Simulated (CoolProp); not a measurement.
A single-stage vapour-compression cycle with R227EA: evaporating at 250.15 K (dew point), condensing at 270.15 K (bubble point), superheat 10 K, subcooling 0 K, compressor efficiency 0.75, no pressure losses. Each further row changes one setting.

Computed with CoolProp (reference Helmholtz-energy equation of state, Lemmon 2016).

| case | cooling COP | pressure ratio | discharge temperature (K) | refrigerating effect (kJ/kg) | volumetric capacity (kJ/m³) |
|---|---|---|---|---|---|
| as stated | 8.61 | 2.32 | 280.7 | 120 | 737 |
| evaporating temperature 255.15 K | 12.0 | 1.85 | 280.4 | 124 | 937 |
| condensing temperature 265.15 K | 11.8 | 1.90 | 275.8 | 126 | 771 |
| subcooling 5 K | 9.00 | 2.32 | 280.7 | 126 | 771 |
| superheat 20 K | 8.76 | 2.32 | 290.8 | 128 | 751 |
| compressor efficiency 0.65 | 7.46 | 2.32 | 283.4 | 120 | 737 |
